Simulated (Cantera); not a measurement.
**Counterflow diffusion flame**

A counterflow diffusion flame at 1.01 bar, nozzles 20 mm apart: fuel side 72.5 % CO, 27.5 % H₂ at 398 K, oxidiser side 19.0 % O₂, 81.0 % N₂ at 523 K, fuel mass flux 0.95 times the oxidiser's; mixture-averaged transport, no radiation.

Detailed kinetics in Cantera: GRI-Mech 3.0 (53 species, 325 reactions). The maximum strain rate includes the flame's own expansion and is several times the mean.

```
oxidiser flux (kg/m²/s)  max strain (1/s)  mean strain (1/s)  T max (K)  peak x OH  peak x H  peak x NO  peak x CO
-----------------------  ----------------  -----------------  ---------  ---------  --------  ---------  ---------
0.61                                  351               90.9       2081    0.00932   0.00971    7.87e-5      0.748
1                                     554                149       2019    0.00935    0.0117    5.75e-5      0.746
1.7                                   910                253       1950    0.00924    0.0141    4.37e-5      0.745
2.8                                  1450                417       1881    0.00896    0.0166    3.51e-5      0.745
4.7                                  2370                700       1803    0.00843    0.0192    2.78e-5      0.745
7.8                                  3830               1160       1720    0.00762    0.0215    2.09e-5      0.745
13                                   6190               1940       1625    0.00654    0.0230    1.43e-5      0.745
```
x: mole fraction; the columns are a selection and need not sum to one.
